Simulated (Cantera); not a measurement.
A freely propagating, adiabatic, planar premixed flame of C₃H₈ : O₂ : N₂ = 1 : 3.57 : 13.4 (molar parts), unburnt at 575 K and 1.01 bar; mixture-averaged transport, grid criteria slope 0.08 and curve 0.16, no radiation.

Cantera simulation using GRI-Mech 3.0 (53 species, 325 reactions); the numbers are that mechanism's predictions, not measurements. GRI-Mech 3.0 was tuned for natural gas; its chemistry of propane as a main component is partial and can be far from experiment. Burning velocities carry a grid error of a few per cent, more on coarse grids.

### Question
What does this change do: inlet temperature 575 to 675 K?

### Answer
| quantity | before | after |
|---|---|---|
| laminar burning velocity | 109 cm/s | 153 cm/s |
| thermal thickness | 0.302 mm | 0.275 mm |
| peak x(C₂H₄) | 0.0153 | 0.0160 |
| peak x(H₂O₂) | 1.57e-5 | 1.50e-5 |
| peak x(H) | 0.0115 | 0.0131 |

### Question
What does this change do: 1.3 parts H2O added?

### Answer
| quantity | before | after |
|---|---|---|
| laminar burning velocity | 109 cm/s | 87.8 cm/s |
| thermal thickness | 0.302 mm | 0.360 mm |
| peak x(C₂H₄) | 0.0153 | 0.0140 |
| peak x(H₂O₂) | 1.57e-5 | 1.47e-5 |
| peak x(H) | 0.0115 | 0.00902 |

### Question
What does this change do: 0.62 parts H2O added?

### Answer
| quantity | before | after |
|---|---|---|
| laminar burning velocity | 109 cm/s | 98.4 cm/s |
| thermal thickness | 0.302 mm | 0.327 mm |
| peak x(C₂H₄) | 0.0153 | 0.0146 |
| peak x(H₂O₂) | 1.57e-5 | 1.52e-5 |
| peak x(H) | 0.0115 | 0.0103 |
